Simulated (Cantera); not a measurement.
Charge: 1 mol SiCl4, 4.2 mol HCl, 210 mol H2, equilibrated at 702 °C and 0.975 Torr.

These are equilibrium values from Cantera (NASA tables, ideal gas, pure condensed phases), not measurements of a reactor. Candidate condensed phases: Si; 19 gas species. The tables' values for SiCl3 are old estimates; treat these amounts as uncertain. Rates play no part.

Base state: H2 0.973, HCl 0.0219, SiCl4 0.00294, SiHCl3 0.000749, SiCl2 0.000667, SiCl3 0.000263, SiH2Cl2 1.99e-5 (mole fractions); condensed: gas only.

Problem. What changes in the equilibrium state with this change: SiCl4 replaced by Si(CH3)4?

Solution. 
| species | before | after |
|---|---|---|
| H2 | 0.973 | 0.981 |
| HCl | 0.0219 | 0.0191 |
| CH4 | 0 | 0.000157 |
| SiCl4 | 0.00294 | 6.20e-7 |
| SiCl3 | 0.000263 | 6.39e-8 |
| SiHCl3 | 0.000749 | 1.82e-7 |
| SiCl2 | 0.000667 | 1.86e-7 |
| SiH2Cl2 | 1.99e-5 | 5.61e-9 |
| C(graphite), mol | 0 | 2.97 |
| SiC(s), mol | 0 | 1.000 |
Further candidate phases: C, C6H6, C7H8, C8H18, SiC.
